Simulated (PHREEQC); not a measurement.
A solution holds 97 mmol/kgw TMAH, 1.5 mmol/kgw H3BO3 and 0.17 mmol/kgw K3PO4, at 12 °C. Closed to the air; pH follows from the charge balance.

Computed with PHREEQC (ion-association model, wateq4f.dat).

The ionic strength comes out as 0.0980 mol/kgw. What activity coefficients do PO4-3, H2BO3-, OH-, K+, HPO4-2 get?

PO4-3 0.12, H2BO3- 0.75, OH- 0.77, K+ 0.77, HPO4-2 0.39.

Precipitation was switched off in this run. Species that the database lacks are ignored. (CH3)4N+ isn't in the database: it is added as a free cation with an ion size of 4 Å. H3PO4, which wateq4f.dat lacks, is added to it with the constant of phreeqc.dat. Constants without temperature data keep their 25 °C values here.
